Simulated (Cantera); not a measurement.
An adiabatic, constant-volume homogeneous reactor starts with C3H8 : O2 : N2 : H2O = 1 : 6.1 : 51.8 : 3.6 (molar parts), at 1550 K and 66000 Pa.

Model: GRI-Mech 3.0 (53 species, 325 reactions), integrated in Cantera. GRI-Mech 3.0 was tuned for natural gas; its chemistry of propane as a main component is partial and can be far from experiment.

Problem. Predict: time of steepest temperature rise; temperature at 0.600 s; equilibrium temperature; x(O2) at 0.600 s; x(H2O) at 0.600 s; x(N2O) at 0.600 s.

Solution. 
```
Property                                                             Value
---------------------------------  ---------------------------------------
time of steepest temperature rise                                  95.8 µs
temperature at 0.600 s                                              2441 K
equilibrium temperature                                             2441 K
x(O2) at 0.600 s                     0.0177 (gas-phase equilibrium 0.0177)
x(H2O) at 0.600 s                      0.111 (gas-phase equilibrium 0.111)
x(N2O) at 0.600 s                  3.53e-7 (gas-phase equilibrium 3.53e-7)
```
